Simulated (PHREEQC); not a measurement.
Leach liquor

Dissolve 34 mmol/kgw H2SO4 and 170 mmol/kgw Li2SO4 at 85 °C. Closed to the air; pH follows from the charge balance.

Equilibrium calculation in PHREEQC: ion-association model, phreeqc.dat.

Precipitation was switched off in this run.

Problem. Estimate the pH, ionic strength.

Solution. pH 2.34; ionic strength 0.430 mol/kgw.

Problem. In which forms is Li present?

Solution. Li+ 91 %, LiSO4- 8.6 % of the Li.

Constants without temperature data keep their 25 °C values here.
